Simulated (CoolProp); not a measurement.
Chlorine at 298.15 K and 1.66 MPa is throttled through a valve to 0.766 MPa with no heat exchange. Each further row changes one setting.

Model: reference Helmholtz-energy equation of state, Thol 2021, in CoolProp.

| case | temperature change (K) | final phase | final density (kg/m³) |
|---|---|---|---|
| as stated | -0.5 | two-phase, vapour fraction 0.003 | 1210 |
| outlet pressure 0.23 MPa | -38.6 | two-phase, vapour fraction 0.137 | 55.9 |
| outlet pressure 0.996 MPa | +0.2 | liquid | 1390 |
